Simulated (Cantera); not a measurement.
Charge: 1 mol N2O, 0.064 mol H2, 3.1 mol O2, 0.038 mol SO2, equilibrated at 3350 K and 0.350 bar.

Cantera equilibrium calculation (NASA polynomials, part measured and part estimated; ideal gas, pure solids and liquids). Candidate condensed phases: H2O, H2SO4, S; 35 gas species. The numbers say what is thermodynamically allowed, not how fast it happens.

### Question
What is the equilibrium state?

### Answer
```json
{
  "x(O2)": "0.416",
  "x(O)": "0.362",
  "x(N2)": "0.151",
  "x(NO)": "0.0430",
  "x(OH)": "0.0115",
  "x(H)": "0.00922",
  "x(SO2)": "0.00400",
  "x(SO)": "0.00232",
  "x(H2O)": "0.000514",
  "gas_amount": "5.781 mol",
  "log10 activity of S(l) (absent)": "-5.77"
}
```
